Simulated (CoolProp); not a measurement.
Vapour-liquid equilibrium of propane (1) + cyclopropane (2) at 329.5 K; x and y are mole fractions of (1).

The numbers come from the multi-fluid Helmholtz-energy mixture model, Lemmon 2009 and Polt 1992; pair parameters Bell 2016 in CoolProp. This equation is an older, rougher fit; its heat capacities, sound speeds and derivatives of the liquid may be far off and weren't checked against measurements.

Task: Give the bubble pressure and the first vapour's composition at x = 0.425, 0.65, 0.8. Is there an azeotrope?

Result: x = 0.425: 1.822 MPa, y = 0.473; x = 0.65: 1.911 MPa, y = 0.676; x = 0.8: 1.948 MPa, y = 0.810. No azeotrope shows between x = 0.05 and 0.95.

Pair parameters are fitted to limited data, so mixtures are less certain than the pure fluids.
